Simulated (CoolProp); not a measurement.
Saturation properties of normal hydrogen.

Model: reference Helmholtz-energy equation of state, Leachman 2009, in CoolProp.

```json
[
 {"T (K)": "21.4", "p (bar)": "1.357", "surface tension (mN/m)": "1.73", "liquid conductivity (mW/(m K))": "104"},
 {"T (K)": "22.4", "p (bar)": "1.763", "surface tension (mN/m)": "?", "liquid conductivity (mW/(m K))": "104"},
 {"T (K)": "23.4", "p (bar)": "2.248", "surface tension (mN/m)": "?", "liquid conductivity (mW/(m K))": "103"},
 {"T (K)": "24.5", "p (bar)": "?", "surface tension (mN/m)": "?", "liquid conductivity (mW/(m K))": "103"},
 {"T (K)": "25.5", "p (bar)": "3.562", "surface tension (mN/m)": "?", "liquid conductivity (mW/(m K))": "?"},
 {"T (K)": "26.5", "p (bar)": "4.345", "surface tension (mN/m)": "0.880", "liquid conductivity (mW/(m K))": "101"},
 {"T (K)": "27.5", "p (bar)": "5.242", "surface tension (mN/m)": "0.721", "liquid conductivity (mW/(m K))": "99.5"},
 {"T (K)": "28.6", "p (bar)": "6.371", "surface tension (mN/m)": "0.550", "liquid conductivity (mW/(m K))": "97.7"},
 {"T (K)": "29.6", "p (bar)": "7.537", "surface tension (mN/m)": "0.402", "liquid conductivity (mW/(m K))": "95.6"},
 {"T (K)": "30.6", "p (bar)": "8.848", "surface tension (mN/m)": "0.264", "liquid conductivity (mW/(m K))": "93.1"},
 {"T (K)": "31.6", "p (bar)": "10.32", "surface tension (mN/m)": "0.141", "liquid conductivity (mW/(m K))": "90.4"},
 {"T (K)": "32.6", "p (bar)": "?", "surface tension (mN/m)": "0.0526", "liquid conductivity (mW/(m K))": "?"}
]
```

Q: Complete the blanks.

A: 
- 22.4, surface tension (mN/m): 1.56
- 23.4, surface tension (mN/m): 1.39
- 24.5, p (bar): 2.883
- 24.5, surface tension (mN/m): 1.21
- 25.5, surface tension (mN/m): 1.04
- 25.5, liquid conductivity (mW/(m K)): 102
- 32.6, p (bar): 11.97
- 32.6, liquid conductivity (mW/(m K)): 91.7

It boils at 20.4 K under 1 atm.

Thermal conductivity comes from a separate model (Assael 2011). Surface tension comes from a separate correlation (Mulero 2012).
